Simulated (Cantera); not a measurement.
A diamond (100) surface in a fixed gas of H2 with x(CH4) = 0.0066, x(H) = 0.002, x(CH3) = 0.0001, at 1100 K; coverages are run to steady state.

Model: the Harris–Goodwin 1993 mechanism for the reconstructed diamond (100) surface, integrated in Cantera.

θ: site fractions in the mechanism's names (c6HH fully hydrogenated, c6H* and c6*H radical sites, c6** diradical, c6HM methylated).

| P (Pa) | growth (µm/h) | θ c6HH | θ c6H* | θ c6*H | θ c6** | θ c6HM |
|---|---|---|---|---|---|---|
| 1000 | 0.160 | 0.514 | 0.0275 | 0.436 | 0.0168 | 0.00313 |
| 1500 | 0.313 | 0.513 | 0.0275 | 0.436 | 0.0167 | 0.00431 |
| 2100 | … | 0.512 | 0.0274 | 0.435 | 0.0167 | … |
| 2900 | 0.897 | 0.511 | 0.0274 | 0.434 | 0.0167 | 0.00676 |
| 4100 | … | 0.510 | 0.0273 | 0.433 | 0.0166 | … |
| 5800 | 2.50 | 0.509 | 0.0273 | 0.432 | 0.0166 | 0.00972 |
| 8200 | 4.02 | 0.508 | 0.0272 | 0.431 | 0.0166 | 0.0112 |
| 12000 | 6.58 | 0.507 | 0.0272 | 0.430 | 0.0165 | 0.0126 |

Fill in the missing entries.


- 2100, growth (µm/h): 0.539
- 2100, θ c6HM: 0.00549
- 4100, growth (µm/h): 1.52
- 4100, θ c6HM: 0.00823
